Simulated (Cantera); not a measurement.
N2O furnace oxynitridation

An isothermal, constant-pressure homogeneous reactor starts with N2O : N2 = 1 : 0.13 (molar parts), at 1175 K and 120000 Pa.

Model: GRI-Mech 3.0 (53 species, 325 reactions), integrated in Cantera. GRI-Mech 3.0 was tuned for natural gas; its chemistry of N2O as a main component is partial and can be far from experiment. The mechanism lacks the step 2 NO + O2 → 2 NO2, which can matter for NO2 below about 1400 K. The temperature is held fixed by assumption; the heat of reaction is taken as removed at once.

```tsv
t (s)	x N2O	x NO	x N2	x O2	x O
6.00e-6	0.885	7.79e-8	0.115	3.71e-7	7.17e-7
1.51e-5	0.885	3.41e-7	0.115	1.62e-6	1.05e-6
3.82e-5	0.885	1.14e-6	0.115	5.45e-6	1.14e-6
9.62e-5	0.885	3.22e-6	0.115	1.53e-5	1.14e-6
0.000243	0.885	8.44e-6	0.115	4.02e-5	1.14e-6
0.000612	0.885	2.16e-5	0.115	0.000103	1.14e-6
0.00154	0.884	5.48e-5	0.116	0.000261	1.14e-6
0.00389	0.883	0.000138	0.116	0.000659	1.14e-6
0.00981	0.880	0.000347	0.118	0.00166	1.14e-6
0.0247	0.872	0.000866	0.123	0.00415	1.14e-6
0.0624	0.852	0.00213	0.135	0.0103	1.12e-6
0.157	0.806	0.00510	0.164	0.0249	1.09e-6
0.397	0.704	0.0114	0.227	0.0567	1.02e-6
1.00	0.520	0.0221	0.342	0.115	8.55e-7
```
x: mole fraction; the columns are a selection and need not sum to one.

Equilibrium at this temperature and pressure: N2O 1.34e-8, NO 0.000183, N2 0.693, O2 0.307, O 7.43e-9 (gas phase only).
